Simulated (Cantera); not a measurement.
A closed system holds: 1 mol HMDSO, 0.13 mol NO, 42 mol N2, held at 13.3 mbar.

These are equilibrium values from Cantera (NASA tables, ideal gas, pure condensed phases), not measurements of a reactor. Candidate condensed phases: C, C6H6, C7H8, C8H18, H2O, Si, SiC, SiO2, Si2N2O, Si3N4; 151 gas species. The feed counts by its element totals alone. The tables' values for SiN are old estimates; treat these amounts as uncertain. Kinetics and transport are ignored.

x: gas mole fraction; n: condensed amount in mol.

```csv
T (K),x N2,x H2,x CO,x H,x HCN,x Si,n C(graphite),n SiO2(α-quartz),n Si2N2O(s),n SiO2(β-quartz),n SiC(s)
773,0.821,0.178,1.14e-5,3.32e-12,1.77e-8,<1e-12,5.95,0.0862,0.957,0,0
923,0.820,0.179,?,?,?,<1e-12,5.94,0,0.974,?,0
1073,0.818,0.179,0.00259,5.14e-8,5.90e-6,<1e-12,5.87,0,1.00,0,0
1223,0.818,0.179,0.00259,1.10e-6,3.66e-5,<1e-12,5.87,0,1.00,0,0
1373,0.818,0.179,0.00259,1.22e-5,0.000152,2.81e-11,5.86,0,1.000,0,0
1523,0.806,0.172,0.0216,8.30e-5,0.000462,1.08e-8,2.85,0,0,0,2.00
1673,0.805,0.172,0.0216,0.000409,0.00117,4.19e-7,2.81,0,0,0,2.00
1823,0.804,0.170,0.0215,0.00155,0.00254,8.86e-6,2.74,0,0,0,1.99
1973,0.801,0.167,0.0214,?,?,?,2.62,0,0,0,1.98
2123,0.795,0.160,0.0212,0.0124,0.00830,0.00107,2.46,0,0,0,1.92
```

Task: What belongs in the gaps?

Result: 
- 1973, x H: 0.00477
- 1973, x HCN: 0.00484
- 1973, x Si: 0.000117
- 923, x CO: 0.00106
- 923, x H: 8.97e-10
- 923, x HCN: 5.22e-7
- 923, n SiO2(β-quartz): 0.0513
